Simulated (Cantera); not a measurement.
Input: 1 mol TEOS, 0.25 mol CO₂, 0.13 mol H₂, held at 852 °C and 75.0 Torr.

Cantera equilibrium calculation (NASA polynomials, part measured and part estimated; ideal gas, pure solids and liquids). Candidate condensed phases: C, C₆H₆, C₇H₈, C₈H₁₈, H₂O, Si, SiC, SiO₂; 123 gas species. The feed counts by its element totals alone. The numbers say what is thermodynamically allowed, not how fast it happens.

Question: What is the equilibrium state?

Answer: 
```
Quantity                             Result
--------------------------------  ---------
x(H₂)                                 0.800
x(CO)                                 0.197
x(CH₄)                              0.00185
x(H₂O)                              0.00101
x(CO₂)                             0.000227
n(C(graphite))                     5.74 mol
n(SiO₂(β-quartz))                  1.00 mol
gas amount                        12.59 mol
log10 activity of Si(s) (absent)      -9.86
```
